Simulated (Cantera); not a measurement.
A closed system holds: 1 mol TiN, 3.3 mol Cl₂, 4.6 mol N₂, at 0.000200 bar.

Method: chemical equilibrium by Gibbs-energy minimisation in Cantera with the NASA 1993 tables (ideal gas, pure condensed phases). Candidate condensed phases: Ti, TiCl₂, TiCl₃, TiCl₄, TiN; 9 gas species. Kinetics and transport are ignored.

### Question
At 827 °C, list the 4 most abundant gas species with their mole fractions, and the condensed phases.

### Answer
N₂ 0.675, Cl₂ 0.151, TiCl₄ 0.132, Cl 0.0417. Condensed: gas only.
